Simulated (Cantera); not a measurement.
## Stirred combustor or abatement burner

A perfectly stirred reactor is fed with H2 : O2 : N2 = 1 : 0.98 : 3.69 (molar parts), equivalence ratio 0.51, at 500000 Pa; it is adiabatic with a 350 K inlet, and is followed from long to short residence time, starting on the burning branch (τ in s: 0.31, 0.074, 0.018, 0.0042, 0.001, 0.00024, 5.6e-05, 1.3e-05, 3.2e-06).

Computed with Cantera and GRI-Mech 3.0 (53 species, 325 reactions). The hydrogen kinetics of GRI-Mech 3.0 are dated; newer H2 mechanisms differ, most at raised pressure.

```tsv
τ (s)	T (K)	x H2	x O2	x HO2	x NO	x O
0.31	1708	2.08e-5	0.0927	1.14e-6	7.39e-6	1.07e-5
0.074	1707	5.19e-5	0.0927	2.01e-6	4.73e-6	2.01e-5
0.018	1705	0.000133	0.0927	4.51e-6	4.59e-6	4.59e-5
0.0042	1701	0.000352	0.0926	1.13e-5	4.86e-6	0.000117
0.0010	1693	0.000915	0.0926	2.77e-5	4.36e-6	0.000303
0.00024	1674	0.00235	0.0928	6.34e-5	3.92e-6	0.000771
5.6e-5	1628	0.00623	0.0938	0.000132	4.62e-6	0.00182
1.3e-5	1503	0.0198	0.0995	0.000252	4.29e-6	0.00306
3.2e-6	350	0.176	0.173	<1e-12	<1e-12	<1e-12
```
x: mole fraction; the columns are a selection and need not sum to one.
